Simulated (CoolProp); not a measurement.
Aqueous potassium formate as a coolant, 18 % by mass, freezing at -10.1 °C, 1 atm.

Model: Melinder's fits for secondary coolants, in CoolProp.

```tsv
T (°C)	conductivity (W/(m K))	viscosity (mPa s)	cp (kJ/(kg K))	density (kg/m³)
-7.6	0.527	2.76	3.498	1116
-0.9	0.536	2.24	3.504	1115
5.7	0.545	1.86	3.511	1113
12.4	0.553	1.57	3.518	1111
19.1	0.562	1.34	3.526	1109
25.8	0.571	1.16	3.533	1107
32.4	0.579	1.02	3.540	1105
39.1	0.588	0.901	3.548	1103
```
